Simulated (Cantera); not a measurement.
Charge: 1 mol Si3N4, a varied amount of F2, 0.73 mol N2, held at 23.0 Pa.

Method: chemical equilibrium by Gibbs-energy minimisation in Cantera with the NASA 1993 tables (ideal gas, pure condensed phases). Candidate condensed phases: Si, Si3N4; 16 gas species. The tables' values for SiF2, SiF3 are old estimates. Rates play no part.

Question: What condenses at these points (T in K, n(F2) in mol): (1675, 2); (1425, 2); (1575, 3.5); (1525, 2.6); (1625, 2.6); (1375, 11)?

Answer: 
```csv
T (K),n(F2) in mol,condensed phases,Si condensed (%)
1675,2,Si,44.1
1425,2,Si3N4,63.2
1575,3.5,Si,16.2
1525,2.6,Si3N4,43.3
1625,2.6,Si,32.5
1375,11,gas only,0.0
```
